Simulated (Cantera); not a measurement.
Cantera run, input and output.

```python
import numpy as np
import cantera as ct

gas = ct.Solution("gri30.yaml")
gas.TPX = 1200, 290000, {'CH4': 1, 'C2H6': 0.15, 'C3H8': 0.23, 'O2': 7.5, 'N2': 28.2}
reactor = ct.IdealGasReactor(gas, energy="on", clone=False)
net = ct.ReactorNet([reactor])
net.rtol, net.atol = 1e-08, 1e-16
show = ['CH4', 'C2H6', 'C3H8', 'H2O', 'H2', 'CH2CO', 'OH']
times = np.geomspace(2e-06, 3, 16)

steps = ct.SolutionArray(gas, extra=["t"])
rows = []
print(f"{'t/s':>10s}{'T/K':>9s}{'P/Pa':>11s}" + "".join(f"{s:>11s}" for s in show))
for t in times:
    while net.time < t:
        t_next = net.step()
        steps.append(gas.state, t=t_next)
    rows.append([np.interp(t, steps.t, y) for y in (steps.T, steps.P, *steps(*show).X.T)])
    print(f"{t:10.3e}{rows[-1][0]:9.1f}{rows[-1][1]:11.4g}" + "".join(f"{x:11.3e}" for x in rows[-1][2:]))
rate = np.gradient(steps.T, steps.t)
print("integrator steps:", len(steps.t))
if steps.T.max() > steps.T[0] + 200:
    print(f"time of steepest temperature rise: {steps.t[rate.argmax()]:.4e} s")
gas.TPX = 1200, 290000, {'CH4': 1, 'C2H6': 0.15, 'C3H8': 0.23, 'O2': 7.5, 'N2': 28.2}
gas.equilibrate("UV")
print(f"equilibrium (UV): T = {gas.T:.1f} K  " + "  ".join(f"{s} {gas[s].X[0]:.3e}" for s in show))
```

Output:

```
       t/s      T/K       P/Pa        CH4       C2H6       C3H8        H2O         H2      CH2CO         OH
 2.000e-06   1200.0    2.9e+05  2.697e-02  4.045e-03  6.203e-03  2.277e-09  2.627e-09  7.714e-16  6.233e-10
 5.161e-06   1200.0    2.9e+05  2.697e-02  4.045e-03  6.203e-03  1.345e-08  1.118e-08  2.588e-14  1.007e-09
 1.332e-05   1200.0    2.9e+05  2.697e-02  4.045e-03  6.202e-03  5.630e-08  3.615e-08  4.269e-13  1.564e-09
 3.438e-05   1200.0    2.9e+05  2.697e-02  4.045e-03  6.201e-03  2.722e-07  1.184e-07  7.039e-12  3.568e-09
 8.871e-05   1200.0    2.9e+05  2.697e-02  4.044e-03  6.198e-03  1.999e-06  5.610e-07  1.612e-10  1.293e-08
 2.289e-04   1200.0    2.9e+05  2.696e-02  4.036e-03  6.179e-03  2.298e-05  5.351e-06  7.328e-09  6.639e-08
 5.908e-04   1201.3  2.904e+05  2.685e-02  3.976e-03  6.025e-03  2.731e-04  6.400e-05  5.510e-07  2.620e-07
 1.525e-03   1258.4  3.059e+05  2.371e-02  2.649e-03  3.318e-03  7.817e-03  1.982e-03  1.883e-04  1.110e-05
 3.935e-03   2453.6      6e+05  3.533e-19  9.345e-36  6.278e-52  8.611e-02  5.315e-04  2.792e-21  6.149e-03
 1.016e-02   2440.9  5.968e+05  3.033e-19  7.070e-36  4.172e-52  8.629e-02  5.077e-04  2.242e-21  5.872e-03
 2.621e-02   2432.2  5.946e+05  2.724e-19  5.810e-36  3.132e-52  8.642e-02  4.919e-04  1.918e-21  5.687e-03
 6.763e-02   2431.0  5.943e+05  2.685e-19  5.656e-36  3.011e-52  8.644e-02  4.897e-04  1.878e-21  5.663e-03
 1.745e-01   2431.0  5.943e+05  2.685e-19  5.655e-36  3.011e-52  8.644e-02  4.897e-04  1.877e-21  5.663e-03
 4.504e-01   2431.0  5.943e+05  2.685e-19  5.655e-36  3.011e-52  8.644e-02  4.897e-04  1.877e-21  5.663e-03
 1.162e+00   2431.0  5.943e+05  2.685e-19  5.655e-36  3.011e-52  8.644e-02  4.897e-04  1.877e-21  5.663e-03
 3.000e+00   2431.0  5.943e+05  2.685e-19  5.655e-36  3.011e-52  8.644e-02  4.897e-04  1.877e-21  5.663e-03
integrator steps: 1927
time of steepest temperature rise: 1.6382e-03 s
equilibrium (UV): T = 2431.0 K  CH4 4.021e-19  C2H6 1.004e-35  C3H8 5.623e-52  H2O 8.644e-02  H2 4.897e-04  CH2CO 2.644e-21  OH 5.663e-03
```

Cantera simulation using GRI-Mech 3.0 (53 species, 325 reactions); the numbers are that mechanism's predictions, not measurements. GRI-Mech 3.0 was tuned for natural gas; its chemistry of propane as a main component is partial and can be far from experiment.
